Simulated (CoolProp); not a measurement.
Saturation properties of cyclopentane.

Computed with CoolProp (reference Helmholtz-energy equation of state, Gedanitz 2015).

```
T (K)  p (kPa)  vapour density (kg/m³)  enthalpy of vaporisation (kJ/kg)
-----  -------  ----------------------  --------------------------------
322      100.0                   2.714                             389.6
328.1    121.8                   3.261                             385.0
334.2    147.0                   3.889                             380.4
340.4    176.7                   4.620                             375.5
346.5    210.2                   5.439                             370.6
352.6    248.4                   6.366                             365.5
358.7    291.6                   7.410                             360.3
364.8    340.3                   8.584                             355.0
370.9    395.0                   9.898                             349.4
377      455.9                   11.36                             343.7
383.1    523.8                   13.00                             337.9
389.2    598.8                   14.81                             331.8
```

It boils at 322.4 K under 1 atm.
